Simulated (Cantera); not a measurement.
A closed system holds: 1 mol NH₃, 0.046 mol H₂O, 0.9 mol H₂, at 83000 Pa.

Equilibrium computed with Cantera from the NASA thermochemical tables; the gas is ideal and each condensed phase is pure. Candidate condensed phases: H₂O; 24 gas species. The numbers say what is thermodynamically allowed, not how fast it happens. All values below are at 2475 K.

Base state: H₂ 0.795, N₂ 0.168, H 0.0220, H₂O 0.0154, OH 8.56e-5 (mole fractions); condensed: gas only.

### Question
What changes in the equilibrium state with this change: pressure from 83000 Pa to 25.0 Pa?

### Answer
| species | before | after |
|---|---|---|
| H | 0.0220 | 0.661 |
| H₂ | 0.795 | 0.216 |
| N₂ | 0.168 | 0.113 |
| H₂O | 0.0154 | 0.00356 |
| O | 1.57e-6 | 0.00445 |
| O₂ | 1.25e-8 | 3.02e-5 |
